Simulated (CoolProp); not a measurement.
Vapour-liquid equilibrium of n-octane (1) + n-dodecane (2) at 0.699 bar; x and y are mole fractions of (1).

Computed with CoolProp (multi-fluid Helmholtz-energy mixture model, Beckmüller 2019 and Lemmon 2004; pair parameters Bell 2016).

| x | bubble temperature (K) | y at the bubble point | dew temperature at overall composition x (K) | liquid density (mol/L) |
|---|---|---|---|---|
| 0.05 | 464.3 | ___ | 472.7 | ___ |
| 0.2 | 439.9 | 0.687 | 466.9 | 3.954 |
| 0.35 | 422.8 | 0.854 | ___ | ___ |
| 0.5 | 410.3 | 0.928 | 452.5 | 4.492 |
| 0.65 | 400.9 | 0.965 | ___ | 4.766 |
| 0.8 | 393.5 | ___ | ___ | 5.051 |
| 0.95 | 387.6 | 0.997 | ___ | 5.352 |

Some entries are withheld; supply them.


- 0.05, y at the bubble point: 0.263
- 0.05, liquid density (mol/L): 3.669
- 0.35, dew temperature at overall composition x (K): 460.3
- 0.35, liquid density (mol/L): 4.225
- 0.65, dew temperature at overall composition x (K): 442.8
- 0.8, y at the bubble point: 0.985
- 0.8, dew temperature at overall composition x (K): 429.3
- 0.95, dew temperature at overall composition x (K): 405.1

No azeotrope shows between x = 0.05 and 0.95.

Pair parameters are fitted to limited data, so mixtures are less certain than the pure fluids.
